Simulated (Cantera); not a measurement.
Feed: 1 mol BF₃, 19 mol H₂O, held at 19.0 Pa.

Cantera equilibrium calculation (NASA polynomials, part measured and part estimated; ideal gas, pure solids and liquids). Candidate condensed phases: B, B₂O₃, B₃O₃H₃, H₂O; 43 gas species. Kinetics and transport are ignored.

x: gas mole fraction; nothing condenses.

```csv
T (K),x H₂O,x H,x O,x H₂,x HF,x OH,x O₂,x HBO₂,x BOF
1948,0.700,0.0201,0.00527,0.0598,0.122,0.0212,0.0267,0.0304,0.0133
1998,0.660,0.0318,0.00874,0.0744,0.119,0.0280,0.0334,0.0292,0.0131
2048,…,…,…,…,0.116,…,…,0.0276,0.0128
2098,0.553,0.0728,0.0219,0.106,0.112,0.0449,0.0486,0.0257,0.0125
2148,0.484,0.105,0.0332,0.121,0.106,0.0542,0.0562,0.0232,0.0122
2198,…,…,…,0.133,0.0997,…,0.0628,…,0.0118
2248,0.328,0.199,0.0686,0.140,0.0923,0.0699,0.0674,0.0171,0.0113
2298,0.247,0.260,0.0936,0.140,0.0843,0.0738,0.0691,0.0136,0.0108
2348,0.174,0.326,0.123,0.132,0.0762,0.0736,0.0671,0.0101,0.0102
2398,0.112,0.391,0.154,0.117,0.0685,0.0689,0.0615,0.00687,0.00958
```

What belongs in the gaps?


- 2198, x H₂O: 0.408
- 2198, x H: 0.147
- 2198, x O: 0.0485
- 2198, x OH: 0.0629
- 2198, x HBO₂: 0.0204
- 2048, x H₂O: 0.611
- 2048, x H: 0.0488
- 2048, x O: 0.0141
- 2048, x H₂: 0.0902
- 2048, x OH: 0.0360
- 2048, x O₂: 0.0408
